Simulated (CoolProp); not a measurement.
Dimethyl carbonate along the isotherm 371.9 K: density (kg/m³) from the reference equation and from simpler models built on Tc = 557.0 K, pc = 49.09 bar, ω = 0.346; each cubic takes its own stable root.

The numbers come from the reference Helmholtz-energy equation of state, Zhou 2011 in CoolProp.

| p (bar) | phase | reference | van der Waals | Redlich-Kwong | Soave-Redlich-Kwong |
|---|---|---|---|---|---|
| 40.9 | liquid | 967.9 | 572.8 | (withheld) | 867.3 |
| 81.8 | liquid | 974.0 | 585.4 | 839.2 | 874.9 |
| 123 | liquid | 979.9 | 595.7 | (withheld) | 881.9 |
| 164 | liquid | 985.4 | 604.4 | 858.0 | 888.3 |
| 205 | liquid | 990.7 | 611.8 | 866.0 | 894.3 |
| 245 | liquid | 995.7 | 618.2 | 873.1 | 899.6 |
| 286 | liquid | 1001 | 624.1 | 879.9 | 904.8 |
| 327 | liquid | (withheld) | (withheld) | 886.2 | 909.6 |
| 368 | liquid | 1010 | 634.1 | 892.0 | (withheld) |
| 409 | liquid | (withheld) | 638.4 | (withheld) | 918.4 |
| 450 | liquid | 1018 | (withheld) | 902.5 | 922.5 |
| 491 | liquid | 1022 | 646.1 | 907.3 | 926.3 |

**Question.** Fill in the missing entries.

**Answer.** 
- 40.9, Redlich-Kwong: 828.2
- 123, Redlich-Kwong: 849.1
- 327, reference: 1005
- 327, van der Waals: 629.3
- 368, Soave-Redlich-Kwong: 914.1
- 409, reference: 1014
- 409, Redlich-Kwong: 897.4
- 450, van der Waals: 642.4
